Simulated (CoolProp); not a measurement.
Properties of carbonyl sulfide at several states (Tc = 378.8 K, pc = 6369 kPa, ω = 0.098).

Computed with CoolProp (reference Helmholtz-energy equation of state, Lemmon 2006). It is a short technical equation, of lower accuracy than the large ones.

```
T (K)  p (kPa)   phase  density (kg/m³)  cv (kJ/(kg K))  isothermal compressibility (1/MPa)  fugacity coefficient
-----  -------  ------  ---------------  --------------  ----------------------------------  --------------------
306.2     2670  liquid            971.6          0.7096                            0.004857                0.5051
372.3      588     gas            11.81          0.6164                               1.761                0.9676
261.1      152     gas            4.317          0.5290                               6.757                0.9750
608        204     gas            2.430          0.7176                               4.913                0.9978
279.6     30.5     gas           0.7914          0.5372                               32.92                0.9959
```
